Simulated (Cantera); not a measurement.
Input (Python, Cantera):

```python
import numpy as np
import cantera as ct

surf = ct.Interface("ptcombust.yaml", "Pt_surf")
gas = surf.adjacent["gas"]
gas.TPX = 300, 6200, {'H2': 0.029, 'O2': 0.057, 'N2': 0.79}
jet = ct.ImpingingJet(gas=gas, width=0.021, surface=surf)
jet.inlet.mdot, jet.inlet.T, jet.inlet.X = 0.044, 300, {'H2': 0.029, 'O2': 0.057, 'N2': 0.79}
jet.set_refine_criteria(ratio=10, slope=0.2, curve=0.3)
show, cover = ['H2', 'O2', 'H2O', 'OH'], ["PT(S)", "H(S)", "O(S)", "OH(S)", "CO(S)", "C(S)"]

rows = []
print(f"{'Ts/K':>7s}" + "".join(f"{s:>11s}" for s in show + cover) + "   (gas at the wall, coverages)")
for i, Ts in enumerate([700, 750, 800, 850, 900, 950]):
    jet.surface.T = Ts
    if i == 0:
        surf.TP = Ts, 6200
        surf.coverages = "PT(S):0.5, O(S):0.5"
        surf.advance_coverages(1.0)
        jet.set_initial_guess(products="inlet")
    jet.solve(loglevel=0, auto=(i == 0))
    rows.append([*(jet.X[gas.species_index(s), -1] for s in show), *surf[cover].coverages])
    print(f"{Ts:7g}" + "".join(f"{x:11.3e}" for x in rows[-1]))
```

Result:

```
   Ts/K         H2         O2        H2O         OH      PT(S)       H(S)       O(S)      OH(S)      CO(S)       C(S)   (gas at the wall, coverages)
    700  2.640e-03  3.283e-02  5.788e-02  1.214e-10  1.476e-01  1.344e-08  8.482e-01  4.180e-03 -4.515e-27 -1.255e-34
    750  2.528e-03  3.282e-02  5.771e-02  7.885e-10  1.614e-01  2.399e-08  8.355e-01  3.150e-03  1.212e-18  8.845e-25
    800  2.237e-03  3.262e-02  5.792e-02  3.834e-09  1.914e-01  4.675e-08  8.061e-01  2.538e-03  1.512e-17  8.885e-25
    850  1.866e-03  3.232e-02  5.830e-02  1.476e-08  2.407e-01  9.709e-08  7.571e-01  2.149e-03  7.213e-19  1.186e-27
    900  1.550e-03  3.209e-02  5.861e-02  4.731e-08  3.033e-01  1.974e-07  6.949e-01  1.848e-03  9.944e-23  3.855e-25
    950  1.317e-03  3.193e-02  5.879e-02  1.330e-07  3.714e-01  3.755e-07  6.270e-01  1.587e-03  7.965e-21  1.491e-24
```

Detailed kinetics in Cantera: Deutschmann's 1995 Pt surface mechanism with GRI-Mech 3.0 gas chemistry. Catalytic surfaces can have several steady states; this one follows from the mechanism file's or the stated starting coverage.
